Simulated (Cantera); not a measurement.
Input: 1 mol AlCl3, a varied amount of NH3, 4 mol N2, equilibrated at 1275 K and 7.50 Torr.

These are equilibrium values from Cantera (NASA tables, ideal gas, pure condensed phases), not measurements of a reactor. Candidate condensed phases: Al, AlCl3, AlN, NH4Cl; 20 gas species. Rates play no part.

What share of the Al ends up in condensed phases as a function of n(NH3) (mol), at 1.7, 3, 5.3, 9.4, 17, 29, 52, 92, 160, 290?


```tsv
n(NH3) (mol)	Al condensed (%)	as
1.7	23.3	AlN(s)
3	31.1	AlN(s)
5.3	41.1	AlN(s)
9.4	53.5	AlN(s)
17	68.0	AlN(s)
29	80.6	AlN(s)
52	90.8	AlN(s)
92	96.2	AlN(s)
160	98.4	AlN(s)
290	99.2	AlN(s)
```
